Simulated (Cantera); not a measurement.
What does this Cantera script print?

```python
import numpy as np
import cantera as ct

gas = ct.Solution("h2o2.yaml")
gas.TPX = 975, 1333, {'H2': 0.2, 'O2': 1, 'H2O': 0.089}
reactor = ct.IdealGasConstPressureReactor(gas, energy="off", clone=False)
net = ct.ReactorNet([reactor])
net.rtol, net.atol = 1e-08, 1e-18
show = ['H2', 'O2', 'H', 'OH', 'H2O', 'HO2', 'H2O2']
times = np.geomspace(0.0002, 20, 11)

steps = ct.SolutionArray(gas, extra=["t"])
rows = []
print(f"{'t/s':>10s}{'T/K':>9s}{'P/Pa':>11s}" + "".join(f"{s:>11s}" for s in show))
for t in times:
    while net.time < t:
        t_next = net.step()
        steps.append(gas.state, t=t_next)
    rows.append([np.interp(t, steps.t, y) for y in (steps.T, steps.P, *steps(*show).X.T)])
    print(f"{t:10.3e}{rows[-1][0]:9.1f}{rows[-1][1]:11.4g}" + "".join(f"{x:11.3e}" for x in rows[-1][2:]))
rate = np.gradient(steps.T, steps.t)
print("integrator steps:", len(steps.t))
if steps.T.max() > steps.T[0] + 200:
    print(f"time of steepest temperature rise: {steps.t[rate.argmax()]:.4e} s")
gas.TPX = 975, 1333, {'H2': 0.2, 'O2': 1, 'H2O': 0.089}
gas.equilibrate("TP")
print(f"equilibrium (TP): T = {gas.T:.1f} K  " + "  ".join(f"{s} {gas[s].X[0]:.3e}" for s in show))
```

Output:

```
       t/s      T/K       P/Pa         H2         O2          H         OH        H2O        HO2       H2O2
 2.000e-04    975.0       1333  1.552e-01  7.758e-01  1.205e-10  2.104e-11  6.905e-02  1.178e-10  1.364e-14
 6.325e-04    975.0       1333  1.552e-01  7.758e-01  1.054e-09  2.287e-10  6.905e-02  4.033e-10  1.419e-13
 2.000e-03    975.0       1333  1.552e-01  7.758e-01  3.441e-07  7.670e-08  6.905e-02  1.575e-08  5.374e-12
 6.325e-03    975.0       1333  2.034e-02  7.212e-01  4.942e-02  4.897e-03  1.810e-01  1.723e-05  4.765e-07
 2.000e-02    975.0       1333  1.313e-03  7.535e-01  1.393e-03  1.181e-03  2.396e-01  1.471e-05  5.532e-07
 6.325e-02    975.0       1333  9.829e-05  7.567e-01  1.827e-05  2.513e-04  2.428e-01  4.036e-06  3.306e-07
 2.000e-01    975.0       1333  8.779e-06  7.569e-01  6.000e-07  8.161e-05  2.430e-01  6.864e-07  1.330e-07
 6.325e-01    975.0       1333  9.081e-07  7.569e-01  3.734e-08  3.271e-05  2.430e-01  1.254e-07  4.916e-08
 2.000e+00    975.0       1333  1.407e-07  7.569e-01  3.674e-09  1.512e-05  2.431e-01  2.870e-08  1.855e-08
 6.325e+00    975.0       1333  3.137e-08  7.569e-01  4.734e-10  7.630e-06  2.431e-01  7.722e-09  7.051e-09
 2.000e+01    975.0       1333  8.231e-09  7.569e-01  6.989e-11  4.029e-06  2.431e-01  2.315e-09  2.596e-09
integrator steps: 1739
equilibrium (TP): T = 975.0 K  H2 9.914e-11  O2 7.569e-01  H 9.929e-14  OH 4.418e-07  H2O 2.431e-01  HO2 8.563e-10  H2O2 4.952e-11
```

Computed with Cantera and the H2/O2 subset of GRI-Mech 3.0, which has no nitrogen chemistry. Radical loss at walls, strong at low pressure, is not modelled. The temperature is held fixed by assumption; the heat of reaction is taken as removed at once.
